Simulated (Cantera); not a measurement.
Charge: 1 mol SiCl4, 0.055 mol CH4, 110 mol H2, 0.43 mol C3H8, at 40.5 Torr.

These are equilibrium values from Cantera (NASA tables, ideal gas, pure condensed phases), not measurements of a reactor. Candidate condensed phases: C, C6H6, C7H8, C8H18, Si, SiC; 109 gas species. The tables' values for SiCl are old estimates; treat these amounts as uncertain. Gases not in the tables: Si2H6 and higher silanes. Kinetics and transport are ignored. All values below are at 2200 K.

Base state: H2 0.939, HCl 0.0335, H 0.0235, C2H2 (acetylene) 0.00209, Si 0.000786, Cl 0.000609, SiCl2 0.000265, SiH 7.83e-5 (mole fractions); condensed: SiC(s).

Task: What changes in the equilibrium state with this change: SiCl4 replaced by Si(CH3)4?

Result: 
```json
[
 {"species": "H2", "before": "0.939", "after": "0.973"},
 {"species": "H", "before": "0.0235", "after": "0.0239"},
 {"species": "C2H2 (acetylene)", "before": "0.00209", "after": "0.00249"},
 {"species": "HCl", "before": "0.0335", "after": "0"},
 {"species": "Cl", "before": "0.000609", "after": "0"},
 {"species": "Si", "before": "0.000786", "after": "0.000733"},
 {"species": "SiCl2", "before": "0.000265", "after": "0"},
 {"species": "SiCl", "before": "7.80e-5", "after": "0"},
 {"species": "CH4", "before": "1.17e-5", "after": "1.34e-5"},
 {"species": "SiC(s), mol", "before": "0.838", "after": "0.881"},
 {"species": "C(graphite), mol", "before": "0", "after": "3.84"}
]
```
